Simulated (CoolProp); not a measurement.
Values from CoolProp's reference Helmholtz-energy equation of state, Schroeder 2014.

Q: For ethanol, give the phase and the density (kg/m³), cp (kJ/(kg K)), cv (kJ/(kg K)), speed of sound (m/s) at 176.7 K and 6.45 bar; 231.8 K and 6.45 bar.

A: 
- 176.7 K and 6.45 bar: liquid; density 891, cp 1.91, cv 1.49, speed of sound 1620
- 231.8 K and 6.45 bar: liquid; density 842, cp 2.04, cv 1.66, speed of sound 1400
